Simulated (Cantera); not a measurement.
Cantera run, input and output.

```python
import numpy as np
import cantera as ct

surf = ct.Interface("diamond.yaml", "diamond_100")
gas, bulk = surf.adjacent["gas"], surf.adjacent["diamond"]
k = surf.kinetics_species_index(bulk.species_names[0])
cover = ["c6HH", "c6H*", "c6*H", "c6**", "c6HM", "c6B"]

rows, drift = [], 0.0
print(f"{'T':>10s}{'um/h':>11s}" + "".join(f"{s:>11s}" for s in cover))
for v in [950, 1000, 1050, 1100, 1150, 1200, 1250, 1300, 1350, 1400]:
    T, P, xH, xCH3 = v, 1600, 0.0024, 9.7e-05
    gas.TPX = T, P, {"H": xH, "CH3": xCH3, "CH4": 0.008, "H2": 1 - xH - xCH3 - 0.008}
    surf.TP = bulk.TP = T, P
    surf.coverages = "c6H*:0.1, c6HH:0.9"
    surf.advance_coverages(100.0)
    before = surf.coverages
    surf.advance_coverages(100.0)
    drift = max(drift, np.max(np.abs(surf.coverages - before) / (surf.coverages + 1e-9)))
    rate = surf.net_production_rates[k] * bulk.mean_molecular_weight / bulk.density * 3.6e9
    rows.append([rate, *surf[cover].coverages])
    print(f"{v:10.4g}{rate:11.4e}" + "".join(f"{x:11.3e}" for x in rows[-1][1:]))
```

Output:

```
         T       um/h       c6HH       c6H*       c6*H       c6**       c6HM        c6B
       950 5.8022e-01  6.238e-01  1.366e-02  3.242e-01  6.321e-03  2.454e-02  1.574e-09
      1000 6.3936e-01  5.844e-01  1.784e-02  3.652e-01  9.190e-03  1.705e-02  1.735e-09
      1050 5.5767e-01  5.476e-01  2.252e-02  4.031e-01  1.278e-02  9.632e-03  1.513e-09
      1100 3.8127e-01  5.124e-01  2.754e-02  4.364e-01  1.704e-02  4.206e-03  1.035e-09
      1150 2.4435e-01  4.789e-01  3.272e-02  4.638e-01  2.181e-02  1.550e-03  6.631e-10
      1200 1.8465e-01  4.481e-01  3.795e-02  4.857e-01  2.696e-02  5.415e-04  5.011e-10
      1250 1.7361e-01  4.209e-01  4.316e-02  5.029e-01  3.230e-02  1.900e-04  4.711e-10
      1300 1.7493e-01  3.975e-01  4.829e-02  5.160e-01  3.768e-02  6.746e-05  4.747e-10
      1350 1.5461e-01  3.778e-01  5.330e-02  5.256e-01  4.294e-02  2.390e-05  4.195e-10
      1400 1.0598e-01  3.615e-01  5.815e-02  5.322e-01  4.789e-02  8.631e-06  2.876e-10
```

Model: the Harris–Goodwin 1993 mechanism for the reconstructed diamond (100) surface, integrated in Cantera.
